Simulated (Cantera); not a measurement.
An adiabatic, constant-pressure homogeneous reactor starts with CO : H₂ : CH₄ : O₂ : N₂ = 1 : 0.032 : 0.81 : 4.27 : 16.1 (molar parts), equivalence ratio 0.50, at 1425 K and 360000 Pa.

Computed with Cantera and GRI-Mech 3.0 (53 species, 325 reactions).

Question: Predict: time of steepest temperature rise; temperature at 0.400 s; equilibrium temperature; x(CO) at 0.400 s; x(H₂) at 0.400 s; x(NO) at 0.400 s; x(H) at 0.400 s; x(H₂O) at 0.400 s.

Answer: 
```json
{
 "time_of_steepest_temperature_rise": "0.496 ms",
 "temperature at 0.400 s": "2436 K",
 "equilibrium_temperature": "2436 K",
 "x(CO) at 0.400 s": "0.00362 (gas-phase equilibrium 0.00362)",
 "x(H₂) at 0.400 s": "0.000548 (gas-phase equilibrium 0.000548)",
 "x(NO) at 0.400 s": "0.0131 (gas-phase equilibrium 0.0131)",
 "x(H) at 0.400 s": "0.000234 (gas-phase equilibrium 0.000234)",
 "x(H₂O) at 0.400 s": "0.0722 (gas-phase equilibrium 0.0722)"
}
```
